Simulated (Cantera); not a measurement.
What does this Cantera script print?

```python
import numpy as np
import cantera as ct

gas_names = """
    C CH CH2 CH3 CH2OH CH3O CH4 CH3OH CO CO2 COOH C2 C2H CHCO,ketyl C2H2,acetylene C2H2,vinylidene
    CH2CO,ketene C2H3,vinyl CH3CO,acetyl C2H4 C2H4O,ethylen CH3CHO,ethanal CH3COOH (HCOOH)2 C2H5 C2H6
    CH3OCH3 C2H5OH C2O C3 C3H3,propargyl C3H4,allene C3H4,propyne C3H4,cyclo- C3H5,allyl C3H6,propylene
    C3H6,cyclo- C3H6O C3H7,n-propyl C3H7,i-propyl C3H8 C3H8O,1propanol C3H8O,2propanol C3O2 C4 C4H2
    C4H4,1,3-cyclo- C4H6,butadiene C4H6,2-butyne C4H6,cyclo- C4H8,1-butene C4H8,cis2-buten
    C4H8,tr2-butene C4H8,isobutene C4H8,cyclo- (CH3COOH)2 C4H9,n-butyl C4H9,i-butyl C4H9,s-butyl
    C4H9,t-butyl C4H10,isobutane C4H10,n-butane C5 C5H6,1,3cyclo- C5H8,cyclo- C5H10,1-pentene
    C5H10,cyclo- C5H11,pentyl C5H11,t-pentyl C5H12,n-pentane C5H12,i-pentane CH3C(CH3)2CH3 C6H2
    C6H5,phenyl C6H5O,phenoxy C6H6 C6H5OH,phenol C6H10,cyclo- C6H12,1-hexene C6H12,cyclo- C6H13,n-hexyl
    C7H7,benzyl C7H8 C7H8O,cresol C7H14,1-heptene C7H15,n-heptyl C7H16,n-heptane C8H8,styrene
    C8H10,ethylbenz C8H16,1-octene C8H17,n-octyl C8H18,isooctane C8H18,n-octane C9H19,n-nonyl
    C10H8,naphthale C10H21,n-decyl C12H9,o-bipheny C12H10,bipheny H HCO HO2 H2 HCHO,formaldehy HCOOH H2O
    H2O2 O OH O2 O3 Si SiC SiC2 SiC4H12 SiH SiH2 SiH3 SiH4 SiO SiO2 Si2 Si2C Si3
""".split()
cond_names = """
    C(gr) C6H6(L) C7H8(L) C8H18(L),n-octa H2O(s) H2O(L) Si(cr) Si(L) SiC(b) SiO2(Lqz) SiO2(hqz) SiO2(L)
""".split()


def load(file, names, dense=False):
    # The tables refer to 1 bar. Condensed volumes are neglected.
    table = {s.name: s for s in ct.Species.list_from_file(file)}
    out = []
    for n in names:
        d = dict(table[n].input_data)
        d["thermo"] = dict(d["thermo"], **{"reference-pressure": 1e5})
        if dense:
            d["equation-of-state"] = {"model": "constant-volume", "density": "1e6 g/cm^3"}
        out.append(ct.Species.from_dict(d))
    return out


gas = ct.Solution(thermo="ideal-gas", species=load("nasa_gas.yaml", gas_names))
cond = {s.name: ct.Solution(thermo="fixed-stoichiometry", species=[s], name=s.name)
        for s in load("nasa_condensed.yaml", cond_names, dense=True)}
atoms = {
    'Si': {'Si': 1},
    'CO2': {'C': 1, 'O': 2},
    'H2': {'H': 2},
}
top_T = {'C(gr)': 4500, 'SiC(b)': 3050}  # K; cautious upper limits of use, not melting points


def equilibrate(T, P, feed):
    n = {}
    for name, mol in feed.items():
        for a, k in atoms[name].items():
            n[a] = n.get(a, 0.0) + k * mol
    gas.TPX = T, P, n
    mass = sum(n.values()) * gas.mean_molecular_weight
    gas.equilibrate("TP")
    valid = [c for c in cond.values() if c.min_temp <= T <= top_T.get(c.name, c.max_temp)]
    mix = ct.Mixture([(gas, mass / gas.mean_molecular_weight)] + [(c, 0.0) for c in valid])
    mix.T, mix.P = T, P
    mix.equilibrate("TP", solver="vcs", rtol=1e-11, max_steps=5000)
    return mix


results = []
feed = {'Si': 1, 'CO2': 0.052, 'H2': 660}  # mol
P = 120000  # Pa
for T in [1423, 1473, 1523, 1573, 1623, 1673, 1723, 1773, 1823, 1873, 1923, 1973, 2023]:
    mix = equilibrate(T, P, feed)
    results.append((T, P, feed, dict(zip(mix.species_names, mix.species_moles))))
    x = sorted(zip(gas.X, gas.species_names), reverse=True)
    print(f"T = {T:g} K  P = {P:g} Pa  gas = {mix.phase_moles(0):.4g} mol")
    print("   x: " + "  ".join(f"{s} {v:.3e}" for v, s in x if v > 1e-06))
    print("   condensed (mol): " + ("  ".join(f"{mix.phase(i).name} {mix.phase_moles(i):.4g}"
          for i in range(1, mix.n_phases) if mix.phase_moles(i) > 1e-12) or "none"))
```

Result:

```
T = 1423 K  P = 120000 Pa  gas = 660.1 mol
   x: H2 9.999e-01  SiO 9.825e-05  CH4 2.425e-05  H 6.063e-06  CO 1.985e-06  H2O 1.385e-06  SiH4 1.114e-06
   condensed (mol): Si(cr) 0.8809  SiC(b) 0.03468  SiO2(hqz) 0.01846
T = 1473 K  P = 120000 Pa  gas = 660.1 mol
   x: H2 9.998e-01  SiO 1.524e-04  CH4 2.305e-05  H 1.155e-05  CO 3.737e-06  H2O 1.435e-06  SiH4 1.190e-06  SiH2 1.051e-06
   condensed (mol): Si(cr) 0.8636  SiC(b) 0.03431
T = 1523 K  P = 120000 Pa  gas = 660.1 mol
   x: H2 9.998e-01  SiO 1.521e-04  CH4 2.199e-05  H 2.110e-05  CO 4.474e-06  SiH2 2.005e-06  SiH4 1.266e-06
   condensed (mol): Si(cr) 0.8629  SiC(b) 0.03452
T = 1573 K  P = 120000 Pa  gas = 660.1 mol
   x: H2 9.998e-01  SiO 1.516e-04  H 3.711e-05  CH4 2.105e-05  CO 5.288e-06  SiH2 3.669e-06  SiH4 1.342e-06
   condensed (mol): Si(cr) 0.8619  SiC(b) 0.0346
T = 1623 K  P = 120000 Pa  gas = 660.1 mol
   x: H2 9.998e-01  SiO 1.509e-04  H 6.309e-05  CH4 2.021e-05  SiH2 6.466e-06  CO 6.181e-06  SiH4 1.417e-06
   condensed (mol): Si(cr) 0.8603  SiC(b) 0.03456
T = 1673 K  P = 120000 Pa  gas = 660.1 mol
   x: H2 9.997e-01  SiO 1.500e-04  H 1.039e-04  CH4 1.945e-05  SiH2 1.101e-05  CO 7.151e-06  SiH4 1.493e-06
   condensed (mol): Si(cr) 0.8576  SiC(b) 0.03439
T = 1723 K  P = 120000 Pa  gas = 660.1 mol
   x: H2 9.996e-01  H 1.664e-04  SiO 1.479e-04  CH4 2.011e-05  SiH2 1.697e-05  CO 9.327e-06  SiH4 1.464e-06  SiH 1.291e-06
   condensed (mol): Si(L) 0.8562  SiC(b) 0.03249
T = 1773 K  P = 120000 Pa  gas = 660.2 mol
   x: H2 9.995e-01  H 2.596e-04  SiO 1.446e-04  SiH2 2.466e-05  CH4 2.147e-05  CO 1.271e-05  SiH 2.400e-06  Si 1.775e-06  SiH4 1.389e-06
   condensed (mol): Si(L) 0.8552  SiC(b) 0.02926
T = 1823 K  P = 120000 Pa  gas = 660.2 mol
   x: H2 9.994e-01  H 3.954e-04  SiO 1.404e-04  SiH2 3.510e-05  CH4 2.285e-05  CO 1.691e-05  SiH 4.310e-06  Si 3.684e-06  SiH4 1.323e-06
   condensed (mol): Si(L) 0.8523  SiC(b) 0.0254
T = 1873 K  P = 120000 Pa  gas = 660.3 mol
   x: H2 9.992e-01  H 5.889e-04  SiO 1.354e-04  SiH2 4.901e-05  CH4 2.424e-05  CO 2.195e-05  SiH 7.498e-06  Si 7.349e-06  SiH4 1.263e-06
   condensed (mol): Si(L) 0.8464  SiC(b) 0.02077
T = 1923 K  P = 120000 Pa  gas = 660.4 mol
   x: H2 9.989e-01  H 8.595e-04  SiO 1.295e-04  SiH2 6.723e-05  CO 2.784e-05  CH4 2.565e-05  Si 1.414e-05  SiH 1.266e-05  SiH4 1.209e-06
   condensed (mol): Si(L) 0.8356  SiC(b) 0.0152
T = 1973 K  P = 120000 Pa  gas = 660.5 mol
   x: H2 9.984e-01  H 1.231e-03  SiO 1.228e-04  SiH2 9.072e-05  CO 3.451e-05  CH4 2.706e-05  Si 2.629e-05  SiH 2.082e-05  C2H2,acetylene 1.571e-06  SiH4 1.161e-06
   condensed (mol): Si(L) 0.8171  SiC(b) 0.008372
T = 2023 K  P = 120000 Pa  gas = 660.7 mol
   x: H2 9.979e-01  H 1.732e-03  SiH2 1.206e-04  SiO 1.157e-04  Si 4.741e-05  CO 4.167e-05  SiH 3.337e-05  CH4 2.831e-05  C2H2,acetylene 3.134e-06  Si2C 1.422e-06  SiH4 1.116e-06
   condensed (mol): Si(L) 0.7867
```

Cantera equilibrium calculation (NASA polynomials, part measured and part estimated; ideal gas, pure solids and liquids). Mutual solubility and eutectic melting of coexisting phases are not modelled. The tables hold silica as quartz up to 1696 K and as liquid above; real silica turns to tridymite and cristobalite and melts near 1996 K. Gases not in the tables: Si2H6 and higher silanes.
